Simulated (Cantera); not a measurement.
Source: NASA polynomial tables (part measured, part estimated), evaluated in Cantera. Values are per mole of reaction as written; species without (g) are pure solids or liquids, kept so even where they would boil at 1 bar.

5 O3(g) + 6 Ta = 3 Ta2O5

| T (K) | ΔH° (kJ) | ΔS° (J/K) | ΔG° (kJ) | log10 K |
|---|---|---|---|---|
| 300 | -6846.9 | -1014.0 | -6542.7 | 1139.16 |
| 1698 | -6714.5 | -863.0 | -5249.1 | 161.47 |
| 1748 | ? | ? | ? | ? |
| 1798 | ? | ? | ? | ? |
| 1848 | -6701.3 | -855.5 | -5120.3 | 144.72 |
| 1898 | -6697.4 | -853.4 | -5077.6 | 139.74 |
| 1948 | ? | ? | ? | ? |
| 1998 | -6690.3 | -849.8 | -4992.4 | 130.52 |

### Question
What belongs in the gaps?

### Answer

- 1748, ΔH° (kJ): -6709.9
- 1748, ΔS° (J/K): -860.3
- 1748, ΔG° (kJ): -5206.1
- 1748, log10 K: 155.57
- 1798, ΔH° (kJ): -6705.4
- 1798, ΔS° (J/K): -857.8
- 1798, ΔG° (kJ): -5163.1
- 1798, log10 K: 149.99
- 1948, ΔH° (kJ): -6693.7
- 1948, ΔS° (J/K): -851.5
- 1948, ΔG° (kJ): -5034.9
- 1948, log10 K: 135.01
